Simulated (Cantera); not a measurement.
# Premixed flame

A freely propagating, adiabatic, planar premixed flame of H2 : O2 : N2 = 1 : 0.227 : 0.855 (molar parts), unburnt at 650 K and 100000 Pa; mixture-averaged transport, grid criteria slope 0.08 and curve 0.16, no radiation.

Computed with Cantera and the H2/O2 subset of GRI-Mech 3.0, which has no nitrogen chemistry. Burning velocities carry a grid error of a few per cent, more on coarse grids.

```csv
z (mm),T (K),u (m/s),x H2,x O2,x O,x OH,x H2O,x H
-1.42,650,10.2,0.480,0.109,<1e-8,<1e-8,<1e-8,<1e-8
-0.946,650,10.2,0.480,0.109,<1e-8,<1e-8,<1e-8,<1e-8
-0.709,650,10.2,0.480,0.109,<1e-8,<1e-8,<1e-8,<1e-8
-0.473,650,10.2,0.480,0.109,<1e-8,<1e-8,2.03e-7,4.33e-7
-0.236,673,10.5,0.477,0.109,1.64e-5,7.25e-5,0.00123,0.000539
-0.118,858,13.1,0.447,0.103,0.000342,0.000511,0.0181,0.0102
0,1238,18.4,0.344,0.0651,0.00314,0.00217,0.0994,0.0555
0.118,1504,22.2,0.254,0.0149,0.00297,0.00370,0.197,0.0930
0.236,1616,23.7,0.237,0.00259,0.00160,0.00392,0.222,0.0948
0.473,1725,25.1,0.243,0.000558,0.00117,0.00427,0.228,0.0828
0.946,1843,26.6,0.253,0.000354,0.000881,0.00439,0.231,0.0664
1.89,1959,28.1,0.263,0.000222,0.000572,0.00408,0.234,0.0499
3.78,2060,29.3,0.272,0.000119,0.000315,0.00339,0.237,0.0351
```
x: mole fraction of selected species; z is measured from the peak of heat release.

```json
{
 "laminar_burning_velocity": "1020 cm/s",
 "thermal_thickness": "0.473 mm",
 "peak x(O)": "0.00382",
 "peak x(OH)": "0.00440",
 "peak x(H)": "0.0963",
 "grid_points": "132"
}
```
